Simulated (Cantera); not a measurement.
Input: 1 mol PbO, 0.094 mol CO, 1 mol N2, equilibrated at 1373.15 K and 10.0 mbar.

These are equilibrium values from Cantera (NASA tables, ideal gas, pure condensed phases), not measurements of a reactor. Candidate condensed phases: C, Pb, PbO, PbO2, Pb3O4; 27 gas species. Gases not in the tables: (PbO)n polymers. Kinetics and transport are ignored.

Base state: N2 0.712, PbO 0.149, Pb 0.0703, CO2 0.0669, O2 0.00169, NO 5.30e-5 (mole fractions); condensed: PbO(l).

Problem. What changes in the equilibrium state with this change: temperature from 1373.15 K to 823.15 K?

Solution. 
```tsv
species	before	after
N2	0.712	0.914
CO2	0.0669	0.0859
Pb	0.0703	1.35e-5
PbO	0.149	2.29e-8
O2	0.00169	<1e-9
NO	5.30e-5	<1e-9
PbO(l), mol	0.692	0
Pb(l), mol	0	0.0940
PbO(yellow), mol	0	0.906
```
